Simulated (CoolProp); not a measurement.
Vapour-liquid equilibrium of sulfur dioxide (1) + toluene (2) at 278.7 K; x and y are mole fractions of (1).

Values from CoolProp's multi-fluid Helmholtz-energy mixture model, Gao 2016 and Lemmon 2006; pair parameters Bell 2016.

```json
[
 {"x": "0.05", "bubble pressure, mixture model (MPa)": "0.008124", "bubble pressure, Raoult's law (MPa)": "0.01092", "y, mixture model": "0.850", "y, Raoult's law": "0.889"},
 {"x": "0.15", "bubble pressure, mixture model (MPa)": "0.02523", "bubble pressure, Raoult's law (MPa)": "0.03021", "y, mixture model": "0.957", "y, Raoult's law": "0.964"},
 {"x": "0.25", "bubble pressure, mixture model (MPa)": "0.04557", "bubble pressure, Raoult's law (MPa)": "0.04949", "y, mixture model": "0.979", "y, Raoult's law": "0.981"},
 {"x": "0.35", "bubble pressure, mixture model (MPa)": "0.06736", "bubble pressure, Raoult's law (MPa)": "0.06878", "y, mixture model": "0.988", "y, Raoult's law": "0.988"},
 {"x": "0.45", "bubble pressure, mixture model (MPa)": "0.08908", "bubble pressure, Raoult's law (MPa)": "0.08807", "y, mixture model": "0.992", "y, Raoult's law": "0.992"},
 {"x": "0.55", "bubble pressure, mixture model (MPa)": "0.1098", "bubble pressure, Raoult's law (MPa)": "0.1074", "y, mixture model": "0.995", "y, Raoult's law": "0.995"},
 {"x": "0.65", "bubble pressure, mixture model (MPa)": "0.1291", "bubble pressure, Raoult's law (MPa)": "0.1266", "y, mixture model": "0.996", "y, Raoult's law": "0.996"},
 {"x": "0.75", "bubble pressure, mixture model (MPa)": "0.1475", "bubble pressure, Raoult's law (MPa)": "0.1459", "y, mixture model": "0.998", "y, Raoult's law": "0.998"},
 {"x": "0.85", "bubble pressure, mixture model (MPa)": "0.1656", "bubble pressure, Raoult's law (MPa)": "0.1652", "y, mixture model": "0.999", "y, Raoult's law": "0.999"},
 {"x": "0.95", "bubble pressure, mixture model (MPa)": "0.1843", "bubble pressure, Raoult's law (MPa)": "0.1845", "y, mixture model": "1.000", "y, Raoult's law": "1.000"}
]
```

The largest gap from Raoult's law is -25.6 % in bubble pressure, at x = 0.05. No azeotrope shows between x = 0.05 and 0.95.

Pair parameters are fitted to limited data, so mixtures are less certain than the pure fluids. The gap from Raoult's law changes sign with composition, which may be real or a fault of the pair parameters; it wasn't checked against measurements.
